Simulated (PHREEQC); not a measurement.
Model water analysis in mg/L, 25 °C, pH 3.71, pe 10.2: Na 2120; K 75.5; Ca 291; Mg 463; Cl 1350; S(6) as SO4 7400; Zn 208; O(0) (dissolved oxygen) 8.32; Cu(2) 2.26; Fe(3) 1080; Sr 2.67; B 0.194.

Valence states are taken as typed.

Equilibrium calculation in PHREEQC: ion-association model, phreeqc.dat.

Precipitation was switched off in this run.

Task: Order these Zn species by the share of Zn that they hold, largest first: Zn(SO4)2-2, ZnCl+, Zn+2, ZnSO4.

Result: Zn+2 (46 %), ZnSO4 (38 %), Zn(SO4)2-2 (15 %), ZnCl+ (1.3 %)

The pH is 3.71 and the ionic strength 0.258 mol/kgw. Saturation is exceeded, for instance for Jarosite-K, Fe(OH)3(a); the values hold only as long as no solid forms. Complexes and solids missing from the database can't appear.
